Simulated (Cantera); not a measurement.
Gas-phase reforming

A perfectly stirred reactor is fed with 27.9 % CH4, 50.1 % H2O, 22.0 % H2, at 3750 Torr; it is held at 1775 K, and followed from long to short residence time.

Model: GRI-Mech 3.0 (53 species, 325 reactions), integrated in Cantera.

| τ (s) | x CH4 | x H2O | x H2 | x C2H6 | x CO |
|---|---|---|---|---|---|
| 1.2 | 0.0203 | 0.179 | 0.640 | 4.61e-6 | 0.141 |
| 0.40 | 0.0306 | 0.216 | 0.606 | 1.05e-5 | 0.116 |
| 0.13 | 0.0434 | 0.270 | 0.558 | 2.11e-5 | 0.0829 |
| 0.043 | 0.0604 | 0.330 | 0.501 | 4.07e-5 | 0.0489 |
| 0.014 | 0.0868 | 0.386 | 0.441 | 8.48e-5 | 0.0229 |
| 0.0046 | 0.126 | 0.427 | 0.382 | 0.000185 | 0.00897 |
| 0.0015 | 0.177 | 0.458 | 0.323 | 0.000377 | 0.00309 |
x: mole fraction; the columns are a selection and need not sum to one.
